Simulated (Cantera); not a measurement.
# Ammonia decomposition in nitride growth gas

A perfectly stirred reactor is fed with 67.6 % NH3, 32.4 % H2, at 20.0 Torr; it is held at 1575 K, and followed from long to short residence time.

Detailed kinetics in Cantera: the gas-phase N/H chemistry of the illustrative SiF4/NH3 mechanism in the Surface Chemkin manual (1991). Walls and surfaces, which speed up NH3 decomposition in real reactors, are not modelled.

```csv
τ (s),x NH3,x H2,x NH,x H,x N2,x N2H4,x N
10,0.621,0.363,5.20e-7,2.50e-5,0.0162,1.04e-8,1.82e-8
2.1,0.664,0.333,5.13e-7,2.21e-5,0.00356,1.10e-8,1.71e-8
0.45,0.673,0.326,4.48e-7,2.01e-5,0.000658,9.72e-9,1.39e-8
0.097,0.675,0.324,2.08e-7,1.35e-5,5.81e-5,4.47e-9,4.51e-9
0.021,0.676,0.324,1.59e-8,3.68e-6,7.56e-7,3.33e-10,9.93e-11
0.0044,0.676,0.324,7.05e-10,7.77e-7,5.80e-9,1.44e-11,<1e-12
0.00094,0.676,0.324,3.11e-11,1.67e-7,3.47e-11,<1e-12,<1e-12
0.00020,0.676,0.324,1.21e-12,3.71e-8,<1e-12,<1e-12,<1e-12
```
x: mole fraction; the columns are a selection and need not sum to one.
